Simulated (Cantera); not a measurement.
Charge: 1 mol HCl, 5.1 mol H₂O, 8.3 mol N₂, 5.3 mol H₂, at 2248.15 K and 10000 Pa.

Cantera equilibrium calculation (NASA polynomials, part measured and part estimated; ideal gas, pure solids and liquids). Candidate condensed phases: H₂O, NH₄Cl; 29 gas species. The numbers say what is thermodynamically allowed, not how fast it happens.

Base state: N₂ 0.418, H₂ 0.263, H₂O 0.255, HCl 0.0488, H 0.0119, OH 0.00173, Cl 0.00160, NO 0.000105 (mole fractions); condensed: gas only.

Q: What changes in the equilibrium state with this change: temperature from 2248.15 K to 2150 K?

A: 
| species | before | after |
|---|---|---|
| N₂ | 0.418 | 0.419 |
| H₂ | 0.263 | 0.265 |
| H₂O | 0.255 | 0.257 |
| H | 0.0119 | 0.00687 |
| HCl | 0.0488 | 0.0496 |
| O | 5.42e-5 | 1.57e-5 |
| O₂ | 2.21e-5 | 6.43e-6 |
